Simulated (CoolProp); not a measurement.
Saturation properties of n-perfluoropentane (Tc = 147.9 °C, pc = 2063 kPa, ω = 0.436).

Values from CoolProp's reference Helmholtz-energy equation of state, Gao 2022.

| T (°C) | p (kPa) | liquid density (kg/m³) | vapour density (kg/m³) | enthalpy of vaporisation (kJ/kg) | liquid cp (kJ/(kg K)) |
|---|---|---|---|---|---|
| 8.95 | 44.98 | 1656 | 5.698 | 96.42 | 1.016 |
| 26.95 | 92.88 | 1598 | 11.32 | 91.35 | 1.052 |
| 44.85 | 173.3 | 1537 | 20.59 | 85.81 | 1.088 |
| 62.85 | 299.8 | 1469 | 35.28 | 79.58 | 1.127 |
| 80.75 | 485.5 | 1393 | 57.74 | 72.48 | 1.172 |
| 98.75 | 749.1 | 1304 | 92.54 | 63.99 | 1.232 |
| 116.65 | 1108 | 1194 | 148.6 | 53.28 | 1.336 |
| 134.65 | 1594 | 1030 | 256.8 | 37.35 | 1.677 |

It boils at 29.3 °C under 1 atm.
